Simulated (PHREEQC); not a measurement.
# Brine: speciation

Consider water at 25 °C with 3 mol KOH, 0.003 mol Na2B4O7 and 5.4 mol NaCl per kg of water. Closed to the air; pH follows from the charge balance.

Equilibrium calculation in PHREEQC: Pitzer model, pitzer.dat.

This is a speciation only: nothing precipitates in the calculation.

Problem. Predict the pH, osmotic coefficient, density.

Solution. pH 14.71; osmotic coefficient 1.319; density 1.253 g/cm³.

The solution is supersaturated, for example in Sylvite, so a real one may precipitate; this is no full list. Species that the database lacks are ignored. In brines, pH and single-ion activities rest on the MacInnes convention.
